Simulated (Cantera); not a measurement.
Charge: 1 mol CF4, 0.034 mol Si, 0.68 mol HCl, held at 600 °C and 0.0278 Torr.

Method: chemical equilibrium by Gibbs-energy minimisation in Cantera with the NASA 1993 tables (ideal gas, pure condensed phases). Candidate condensed phases: C, C6H6, C7H8, C8H18, Si, SiC; 143 gas species. Condensed phases not in the tables: fluorocarbon polymer. Gases not in the tables: C2F6 and larger saturated fluorocarbons. Rates play no part.

Base state: CF4 0.482, HF 0.229, HCl 0.152, Cl2 0.112, SiF4 0.0191, CClF3 0.00301, Cl 0.00243, CCl2F2 2.91e-5 (mole fractions); condensed: C(graphite).

What changes in the equilibrium state with this change: temperature from 600 °C to 1250 °C?


```csv
species,before,after
CF4,0.482,0.357
HF,0.229,0.308
Cl,0.00243,0.306
HCl,0.152,0.000806
Cl2,0.112,0.000749
SiF4,0.0191,0.0154
CF2,<1e-9,0.00590
F,<1e-9,0.00473
CF3,<1e-9,0.000245
"C(graphite), mol",0.135,0.199
```
